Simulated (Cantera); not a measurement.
Gas mixture: 75.9 % C2H6, 24.1 % N2, at 750 Torr, frozen composition.

Cantera's kinetic-theory transport with the Lennard-Jones parameters of GRI-Mech 3.0, ideal gas; thermal conductivity in the multicomponent form. The composition is frozen, though it would react at the higher temperatures.

D: mixture-averaged diffusion coefficient of that species in the mixture.

```csv
T (K),ρ (kg/m³),cp (J/kg/K),μ (µPa s),λ (mW/m/K),Pr,D (cm²/s) NH3,D (cm²/s) H2,D (cm²/s) C2H2
400,0.889,1911,14.1,(withheld),0.770,0.283,1.02,0.217
650,0.547,2676,20.9,(withheld),0.777,0.709,2.32,0.523
900,0.395,3222,26.6,(withheld),0.778,1.28,4.00,0.923
1150,0.309,3641,31.6,(withheld),0.777,1.97,6.02,1.40
1400,0.254,3935,36.1,(withheld),0.776,2.77,8.35,1.96
1650,0.216,4148,40.3,(withheld),0.775,3.68,11.0,2.58
```

Problem. What belongs in the gaps?

Solution. 
- 400, λ (mW/m/K): 34.9
- 650, λ (mW/m/K): 71.9
- 900, λ (mW/m/K): 110
- 1150, λ (mW/m/K): 148
- 1400, λ (mW/m/K): 183
- 1650, λ (mW/m/K): 216
